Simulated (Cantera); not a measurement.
**Moist CO burnout**

An isothermal, constant-pressure homogeneous reactor starts with 1.08 % CO, 0.567 % O2, 0.519 % H2O, 97.8 % N2, equivalence ratio 0.95, at 1273 K and 0.730 bar.

Detailed kinetics in Cantera: GRI-Mech 3.0 (53 species, 325 reactions).

| t (s) | x CO | x O2 | x H2O | x H2 | x H2O2 | x NO2 | x H |
|---|---|---|---|---|---|---|---|
| 1.00e-6 | 0.0108 | 0.00567 | 0.00519 | <1e-12 | <1e-12 | <1e-12 | <1e-12 |
| 3.16e-6 | 0.0108 | 0.00567 | 0.00519 | <1e-12 | <1e-12 | <1e-12 | <1e-12 |
| 1.00e-5 | 0.0108 | 0.00567 | 0.00519 | <1e-12 | <1e-12 | <1e-12 | <1e-12 |
| 3.16e-5 | 0.0108 | 0.00567 | 0.00519 | <1e-12 | <1e-12 | <1e-12 | 1.57e-12 |
| 0.000100 | 0.0108 | 0.00567 | 0.00519 | <1e-12 | <1e-12 | <1e-12 | 2.57e-11 |
| 0.000316 | 0.0108 | 0.00567 | 0.00519 | 3.67e-11 | <1e-12 | <1e-12 | 3.28e-10 |
| 0.00100 | 0.0108 | 0.00567 | 0.00519 | 1.60e-9 | <1e-12 | <1e-12 | 5.23e-9 |
| 0.00316 | 0.0108 | 0.00567 | 0.00518 | 8.79e-7 | 4.63e-10 | <1e-12 | 2.06e-6 |
| 0.0100 | 0.00344 | 0.00218 | 0.00443 | 0.000335 | 6.10e-8 | 1.47e-10 | 0.000758 |
| 0.0316 | 0.000721 | 0.000724 | 0.00498 | 0.000146 | 2.70e-8 | 2.46e-10 | 0.000113 |
| 0.100 | 0.000220 | 0.000425 | 0.00514 | 5.08e-5 | 8.49e-9 | 4.50e-10 | 1.75e-5 |
| 0.316 | 6.05e-5 | 0.000329 | 0.00519 | 1.47e-5 | 2.27e-9 | 1.10e-9 | 2.40e-6 |
| 1.00 | 1.29e-5 | 0.000301 | 0.00521 | 3.24e-6 | 5.02e-10 | 2.61e-9 | 2.42e-7 |
| 3.16 | 2.30e-6 | 0.000295 | 0.00521 | 6.01e-7 | 9.83e-11 | 3.62e-9 | 1.96e-8 |
| 10.0 | 4.39e-7 | 0.000294 | 0.00521 | 1.20e-7 | 2.05e-11 | 2.31e-9 | 1.78e-9 |
x: mole fraction; the columns are a selection and need not sum to one.

Equilibrium at this temperature and pressure: CO 6.61e-8, O2 0.000288, H2O 0.00521, H2 1.93e-8, H2O2 3.36e-12, NO2 5.27e-9, H 1.17e-10 (gas phase only).
